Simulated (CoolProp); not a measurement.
CF4 (R14) at several states: Z from the reference equation and from simpler models built on Tc = -45.8 °C, pc = 3.762 MPa, ω = 0.178; each cubic takes its own stable root.

Model: reference Helmholtz-energy equation of state, Platzer 1990, in CoolProp. This equation is an older, rougher fit; its heat capacities, sound speeds and derivatives of the liquid may be far off and weren't checked against measurements.

```json
[
 {"T (°C)": "27.45", "p (MPa)": "6.04", "phase": "supercritical", "reference": "0.7937", "van der Waals": "0.7322", "Redlich-Kwong": "0.7675", "Soave-Redlich-Kwong": "0.8121"},
 {"T (°C)": "18.45", "p (MPa)": "1.33", "phase": "gas", "reference": "0.9466", "van der Waals": "0.9417", "Redlich-Kwong": "0.9420", "Soave-Redlich-Kwong": "0.9493"},
 {"T (°C)": "81.65", "p (MPa)": "13.1", "phase": "supercritical", "reference": "0.8644", "van der Waals": "0.7828", "Redlich-Kwong": "0.8254", "Soave-Redlich-Kwong": "0.9048"},
 {"T (°C)": "-29.55", "p (MPa)": "5.82", "phase": "supercritical", "reference": "0.3830", "van der Waals": "0.4006", "Redlich-Kwong": "0.3922", "Soave-Redlich-Kwong": "0.4240"}
]
```
